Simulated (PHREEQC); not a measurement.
Solution (35 °C): 0.42 mol/kgw H2SO4, 0.21 mol/kgw Na2SO4 and 3.9 mol/kgw MgCl2. Closed to the air; pH follows from the charge balance.

The numbers come from PHREEQC with the Pitzer model, pitzer.dat.

This is a speciation only: nothing precipitates in the calculation.

Predict the pH.

pH -1.47.

In which forms is S present?

HSO4- 63 %, SO4-2 37 % of the S.

Species that the database lacks are ignored. In brines, pH and single-ion activities rest on the MacInnes convention.
